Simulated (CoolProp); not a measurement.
Vapour-liquid equilibrium of CF4 (R14) (1) + R13 (2) at 184.7 K; x and y are mole fractions of (1).

Model: multi-fluid Helmholtz-energy mixture model, Platzer 1990 and Platzer 1990; pair parameters Bell 2016, in CoolProp. This equation is an older, rougher fit; its heat capacities, sound speeds and derivatives of the liquid may be far off and weren't checked against measurements.

```tsv
x	bubble pressure (MPa)	y at the bubble point	dew pressure at overall composition x (MPa)	liquid density (mol/L)
0.05	0.1210	0.451	0.07192	14.87
0.15	0.2174	0.714	0.08007	14.99
0.25	0.3037	(withheld)	0.09026	15.11
0.35	0.3823	0.862	0.1034	15.21
0.45	0.4554	0.895	0.1209	15.31
0.55	0.5250	0.920	0.1455	15.39
0.65	(withheld)	0.940	0.1823	15.46
0.75	0.6634	0.958	0.2435	15.51
0.85	(withheld)	0.974	0.3614	15.53
0.95	0.8166	0.991	0.6321	15.52
```

### Question
Some entries are withheld; supply them.

### Answer

- 0.25, y at the bubble point: 0.810
- 0.65, bubble pressure (MPa): 0.5936
- 0.85, bubble pressure (MPa): 0.7368

No azeotrope shows between x = 0.05 and 0.95.

Pair parameters are fitted to limited data, so mixtures are less certain than the pure fluids. The gap from Raoult's law changes sign with composition, which may be real or a fault of the pair parameters; it wasn't checked against measurements.
